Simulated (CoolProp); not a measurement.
500 sccm (0 °C, 1 atm) of nitrogen bubbles through liquid dimethyl carbonate at 338.1 K and leaves saturated at a total pressure of 0.131 MPa (ideal gas phase). Each further row changes one setting.

Model: reference Helmholtz-energy equation of state, Zhou 2011, in CoolProp.

```csv
case,vapour pressure (kPa),mole fraction of vapour,delivery (mg/min),delivery (sccm),change of delivery for a bath 1 K warmer (%)
as stated,42.3,0.323,(withheld),(withheld),5.8
bath temperature 343.1 K,50.9,0.389,(withheld),318,6.2
total pressure 0.262 MPa,42.3,0.161,387,96.3,4.6
```

Complete the blanks.


- as stated, delivery (mg/min): 958
- as stated, delivery (sccm): 238
- bath temperature 343.1 K, delivery (mg/min): 1280
